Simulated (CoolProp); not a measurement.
Properties of decamethylcyclopentasiloxane (D5) along the isobar 5.19 bar.

Model: reference Helmholtz-energy equation of state, Thol 2019, in CoolProp.

```csv
T (°C),phase,speed of sound (m/s),Joule-Thomson coefficient (K/MPa),isothermal compressibility (1/MPa)
259.35,liquid,297.5,0.2288,0.01906
264.95,liquid,282.6,0.2972,0.02147
270.55,liquid,267.4,0.3782,0.02442
276.15,liquid,251.9,0.4755,0.02806
281.75,liquid,235.9,0.5947,0.03269
287.35,liquid,219.5,0.7446,0.03873
292.95,liquid,202.3,0.9389,0.04690
298.55,gas,76.39,22.80,3.154
304.15,gas,79.28,20.80,3.008
309.75,gas,81.88,19.17,2.893
315.35,gas,84.25,17.79,2.799
320.95,gas,86.43,16.61,2.721
326.55,gas,88.45,15.58,2.655
332.15,gas,90.34,14.68,2.598
337.75,gas,92.12,13.88,2.548
343.35,gas,93.81,13.16,2.504
```
